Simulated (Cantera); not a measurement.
Input: 1 mol C2H5OH, 5.8 mol H2O, 0.49 mol H2, held at 0.133 bar.

These are equilibrium values from Cantera (NASA tables, ideal gas, pure condensed phases), not measurements of a reactor. Candidate condensed phases: C, C6H6, C7H8, C8H18, H2O; 110 gas species. Rates play no part.

x: gas mole fraction; nothing condenses.

```
T (K)  x H2O    x H2     x CH4      x CO   x CO2     x H      x OH
-----  -----  ------  --------  --------  ------  ------  --------
548    0.684  0.0773     0.175  0.000122  0.0643  <1e-12    <1e-12
698    0.442   0.355    0.0735    0.0100   0.120  <1e-12    <1e-12
848    0.314   0.508   0.00213    0.0604   0.115     [?]    <1e-12
998    0.337   0.486   2.14e-5    0.0885  0.0886     [?]  6.19e-12
1148   0.356   0.467   6.27e-7     0.108  0.0694     [?]  6.10e-10
1298   0.369   0.454   4.03e-8     0.121  0.0561     [?]   2.08e-8
1448   0.378   0.444   4.55e-9     0.130  0.0468     [?]   3.41e-7
1598   0.385   0.438  7.73e-10     0.137  0.0402     [?]   3.30e-6
1748   0.390   0.433  1.79e-10     0.142  0.0353     [?]   2.16e-5
1898   0.393   0.428  5.26e-11     0.145  0.0317     [?]  0.000105
```

Q: Complete the blanks.

A: 
- 848, x H: 3.72e-11
- 998, x H: 4.11e-9
- 1148, x H: 1.34e-7
- 1298, x H: 1.98e-6
- 1448, x H: 1.68e-5
- 1598, x H: 9.65e-5
- 1748, x H: 0.000412
- 1898, x H: 0.00140
